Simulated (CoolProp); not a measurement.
Properties of CH3F (R41) along the isotherm 291.3 K.

Values from CoolProp's reference Helmholtz-energy equation of state, Lemmon 2006. It is a short technical equation, of lower accuracy than the large ones.

| p (bar) | phase | density (kg/m³) | cv (kJ/(kg K)) | speed of sound (m/s) |
|---|---|---|---|---|
| 1.85 | gas | 2.643 | 0.8618 | 299.8 |
| 3.69 | gas | 5.364 | 0.8788 | 296.8 |
| 5.54 | gas | 8.200 | 0.8965 | 293.6 |
| 7.38 | gas | 11.13 | 0.9150 | 290.4 |
| 9.23 | gas | 14.19 | 0.9343 | 287.0 |
| 11.1 | gas | 17.43 | 0.9549 | 283.5 |
| 12.9 | gas | 20.69 | 0.9757 | 280.1 |
| 14.8 | gas | 24.29 | 0.9988 | … |
| 16.6 | gas | 27.89 | 1.022 | 272.6 |
| 18.5 | gas | 31.91 | … | 268.5 |
| 20.3 | gas | 35.96 | … | 264.5 |
| 22.1 | gas | 40.29 | 1.102 | 260.2 |
| 24 | gas | 45.20 | … | 255.5 |
| 25.8 | gas | 50.27 | 1.167 | … |
| 27.7 | gas | … | 1.206 | 245.3 |
| 29.5 | gas | 62.38 | … | … |

Q: Fill in the missing entries.

A: 
- 14.8, speed of sound (m/s): 276.3
- 18.5, cv (kJ/(kg K)): 1.048
- 20.3, cv (kJ/(kg K)): 1.074
- 24, cv (kJ/(kg K)): 1.134
- 25.8, speed of sound (m/s): 250.7
- 27.7, density (kg/m³): 56.15
- 29.5, cv (kJ/(kg K)): 1.247
- 29.5, speed of sound (m/s): 239.7
